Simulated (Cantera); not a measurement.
What does this Cantera script print?

```python
import numpy as np
import cantera as ct

gas_names = """
    C CH CH2 CH3 CH2OH CH3O CH4 CH3OH CO CO2 COOH C2 C2H CHCO,ketyl C2H2,acetylene C2H2,vinylidene
    CH2CO,ketene C2H3,vinyl CH3CO,acetyl C2H4 C2H4O,ethylen CH3CHO,ethanal CH3COOH (HCOOH)2 C2H5 C2H6
    CH3OCH3 C2H5OH C2O C3 C3H3,propargyl C3H4,allene C3H4,propyne C3H4,cyclo- C3H5,allyl C3H6,propylene
    C3H6,cyclo- C3H6O C3H7,n-propyl C3H7,i-propyl C3H8 C3H8O,1propanol C3H8O,2propanol C3O2 C4 C4H2
    C4H4,1,3-cyclo- C4H6,butadiene C4H6,2-butyne C4H6,cyclo- C4H8,1-butene C4H8,cis2-buten
    C4H8,tr2-butene C4H8,isobutene C4H8,cyclo- (CH3COOH)2 C4H9,n-butyl C4H9,i-butyl C4H9,s-butyl
    C4H9,t-butyl C4H10,isobutane C4H10,n-butane C5 C5H6,1,3cyclo- C5H8,cyclo- C5H10,1-pentene
    C5H10,cyclo- C5H11,pentyl C5H11,t-pentyl C5H12,n-pentane C5H12,i-pentane CH3C(CH3)2CH3 C6H2
    C6H5,phenyl C6H5O,phenoxy C6H6 C6H5OH,phenol C6H10,cyclo- C6H12,1-hexene C6H12,cyclo- C6H13,n-hexyl
    C7H7,benzyl C7H8 C7H8O,cresol C7H14,1-heptene C7H15,n-heptyl C7H16,n-heptane C8H8,styrene
    C8H10,ethylbenz C8H16,1-octene C8H17,n-octyl C8H18,isooctane C8H18,n-octane C9H19,n-nonyl
    C10H8,naphthale C10H21,n-decyl C12H9,o-bipheny C12H10,bipheny H HCO HO2 H2 HCHO,formaldehy HCOOH H2O
    H2O2 O OH O2 O3 Ta TaO TaO2
""".split()
cond_names = """
    C(gr) C6H6(L) C7H8(L) C8H18(L),n-octa H2O(s) H2O(L) Ta(cr) Ta(L) TaC(s) TaC(L) Ta2O5(s) Ta2O5(L)
""".split()


def load(file, names, dense=False):
    # The tables refer to 1 bar. Condensed volumes are neglected.
    table = {s.name: s for s in ct.Species.list_from_file(file)}
    out = []
    for n in names:
        d = dict(table[n].input_data)
        d["thermo"] = dict(d["thermo"], **{"reference-pressure": 1e5})
        if dense:
            d["equation-of-state"] = {"model": "constant-volume", "density": "1e6 g/cm^3"}
        out.append(ct.Species.from_dict(d))
    return out


gas = ct.Solution(thermo="ideal-gas", species=load("nasa_gas.yaml", gas_names))
cond = {s.name: ct.Solution(thermo="fixed-stoichiometry", species=[s], name=s.name)
        for s in load("nasa_condensed.yaml", cond_names, dense=True)}
atoms = {
    'Ta': {'Ta': 1},
    'CO2': {'C': 1, 'O': 2},
    'H2': {'H': 2},
}
top_T = {'C(gr)': 4500}  # K; cautious upper limits of use, not melting points


def equilibrate(T, P, feed):
    n = {}
    for name, mol in feed.items():
        for a, k in atoms[name].items():
            n[a] = n.get(a, 0.0) + k * mol
    gas.TPX = T, P, n
    mass = sum(n.values()) * gas.mean_molecular_weight
    gas.equilibrate("TP")
    valid = [c for c in cond.values() if c.min_temp <= T <= top_T.get(c.name, c.max_temp)]
    mix = ct.Mixture([(gas, mass / gas.mean_molecular_weight)] + [(c, 0.0) for c in valid])
    mix.T, mix.P = T, P
    mix.equilibrate("TP", solver="vcs", rtol=1e-11, max_steps=5000)
    return mix


results = []
feed = {'Ta': 1, 'CO2': 0.43, 'H2': 270}  # mol
P = 1700  # Pa
for T in [1725, 1800, 1875, 1950, 2025, 2100, 2175, 2250, 2325]:
    mix = equilibrate(T, P, feed)
    results.append((T, P, feed, dict(zip(mix.species_names, mix.species_moles))))

top = {s: max(r[3][s] / sum(r[3][g] for g in gas_names) for r in results) for s in gas_names}
cols = sorted((s for s in top if top[s] > 0.001), key=lambda s: -top[s])[:8]
seen = [c for c in cond_names if any(r[3].get(c, 0) > 1e-12 for r in results)]
print("log10 of partial pressures in bar; condensed amounts in mol")
print(f"{'T/K':>10s}" + "".join(f"{s[:9]:>10s}" for s in cols + seen))
for T, P, feed, n in results:
    ng = sum(n[g] for g in gas_names)
    print(f"{T:10.4g}" + "".join(f"{np.log10(max(n[s] / ng * P / 1e5, 1e-99)):10.3f}" for s in cols)
          + "".join(f"{n.get(c, 0):10.4g}" for c in seen))
```

Output:

```
log10 of partial pressures in bar; condensed amounts in mol
       T/K        H2         H        CO       H2O    Ta(cr)  Ta2O5(s)
      1725    -1.771    -4.617    -4.569    -5.119    0.8764   0.06178
      1800    -1.772    -4.332    -4.569    -4.934    0.9022   0.04871
      1875    -1.773    -4.070    -4.569    -4.764    0.9373   0.03036
      1950    -1.775    -3.828    -4.570    -4.610    0.9831  0.004364
      2025    -1.777    -3.604    -4.571    -4.605    0.9826         0
      2100    -1.781    -3.397    -4.573    -4.633    0.9687         0
      2175    -1.787    -3.205    -4.576    -4.676    0.9476         0
      2250    -1.796    -3.027    -4.581    -4.737    0.9181         0
      2325    -1.807    -2.862    -4.586    -4.819      0.88         0
```

Equilibrium computed with Cantera from the NASA thermochemical tables; the gas is ideal and each condensed phase is pure. Mutual solubility and eutectic melting of coexisting phases are not modelled. Condensed phases not in the tables: Ta2C, N, O or C dissolved in the metal.
